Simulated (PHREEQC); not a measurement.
## Leach liquor

Solution (76 °C): 9.4 mmol/kgw HCl, 12 mmol/kgw Li2SO4 and 2.3 mmol/kgw Na2SO4. Closed to the air; pH follows from the charge balance.

Computed with PHREEQC (ion-association model, wateq4f.dat).

Precipitation was switched off in this run.

**Question.** Estimate the pH.

**Answer.** pH 2.48.

**Question.** In which forms is S present?

**Answer.** SO4-2 58 %, HSO4- 38 %, LiSO4- 2.8 %, NaSO4- 0.8 % of the S.

Constants without temperature data keep their 25 °C values here.
